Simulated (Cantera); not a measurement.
Mixture: CH3OH : O2 : N2 = 1 : 1.52 : 5.7 (molar parts), equivalence ratio 0.99, at 18.8 atm, adiabatic and at constant pressure. Ignition delay is the time to a rise of 400 K.

Computed with Cantera and GRI-Mech 3.0 (53 species, 325 reactions). GRI-Mech 3.0 was tuned for natural gas; its chemistry of methanol as a main component is partial and can be far from experiment. The pressure lies above the range GRI-Mech 3.0 was tuned for (to about 10 atm).

Predict: delay at 1173 K; delay at 1323 K; delay at 1473 K; delay at 1623 K; delay at 1773 K; apparent activation energy between 1698 and 1848 K.


```json
{
  "delay at 1173 K": "1.52 ms",
  "delay at 1323 K": "0.147 ms",
  "delay at 1473 K": "24.9 µs",
  "delay at 1623 K": "6.49 µs",
  "delay at 1773 K": "2.26 µs",
  "apparent activation energy between 1698 and 1848 K": "170 kJ/mol"
}
```
